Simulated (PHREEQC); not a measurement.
Dissolve 0.018 mol/kgw ZnSO4, 0.00043 mol/kgw ZnCl2, 0.0012 mol/kgw HCl and 0.00065 mol/kgw NaCl at 25 °C. Closed to the air; pH follows from the charge balance.

Equilibrium calculation in PHREEQC: ion-association model, phreeqc.dat.

```
Item                       Value
----------------  --------------
pH                          3.16
ionic strength    0.0474 mol/kgw
total alkalinity    -1.20 meq/kg
```

| species | molality | activity | log γ |
|---|---|---|---|
| Zn+2 | 0.0117 | 0.00550 | -0.327 |
| SO4-2 | 0.0103 | 0.00485 | -0.329 |
| ZnSO4 | 0.00618 | 0.00625 | 0.005 |
| Cl- | 0.00267 | 0.00218 | -0.087 |
| H+ | 0.000806 | 0.000690 | -0.068 |
| Na+ | 0.000635 | 0.000525 | -0.082 |
| Zn(SO4)2-2 | 0.000533 | 0.000246 | -0.336 |
| HSO4- | 0.000394 | 0.000325 | -0.084 |
| ZnCl+ | 3.94e-5 | 3.23e-5 | -0.086 |
| NaSO4- | 1.54e-5 | 1.28e-5 | -0.080 |
| ZnCl2 | 7.31e-8 | 7.39e-8 | 0.005 |
| ZnOH+ | 1.06e-8 | 8.74e-9 | -0.084 |

Precipitation was switched off in this run.
